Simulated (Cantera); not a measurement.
Input: 1 mol SiCl4, 0.7 mol NH3, 1.3 mol N2, at 6300 Pa.

These are equilibrium values from Cantera (NASA tables, ideal gas, pure condensed phases), not measurements of a reactor. Candidate condensed phases: NH4Cl, Si, Si3N4; 28 gas species. Kinetics and transport are ignored.

Over these rows the condensed part is Si3N4(s). Partial pressures as log10 of bar:

| T (K) | 1000/T (1/K) | log p SiCl2 | log p N2 | log p HCl | log p SiCl4 | log p H2 |
|---|---|---|---|---|---|---|
| 1023 | 0.9775 | -6.80 | -1.62 | -1.69 | -1.94 | -2.15 |
| 1073 | 0.9320 | ? | -1.62 | -1.68 | -1.95 | -2.16 |
| 1123 | 0.8905 | -5.53 | -1.62 | -1.67 | -1.95 | -2.18 |
| 1173 | 0.8525 | -4.97 | -1.63 | -1.66 | -1.96 | -2.19 |
| 1223 | 0.8177 | -4.47 | -1.63 | -1.66 | -1.97 | -2.20 |
| 1273 | 0.7855 | -4.00 | -1.63 | -1.65 | -1.98 | -2.21 |

**Question.** Fit log p(SiCl2) = a + b·(1000/T) to the five rows, give the apparent enthalpy, and predict the row at 1073 K.

**Answer.** Means: 1000/T = 0.8647, log p = -5.154. Sxy = -0.321159, Sxx = 0.0220200, so b = -14.58 and a = -5.154 − (-14.58)×0.8647 = 7.45.
Apparent enthalpy: −19.145 × (-14.58) = 279 kJ/mol. With the condensed phases at unit activity, 1/6 Si3N4(s) + 1/2 SiCl4(g) = SiCl2(g) + 1/3 N2(g) links this pressure to the main gases: over the six rows their terms move log p by -0.02 in all, so the slope is close to that reaction's ΔH°. The five rows lie within 0.01 of the line.
Prediction at 1073 K: 7.45 + (-14.58)×0.9320 = -6.14. The computed value is -6.13, 0.01 from the line.
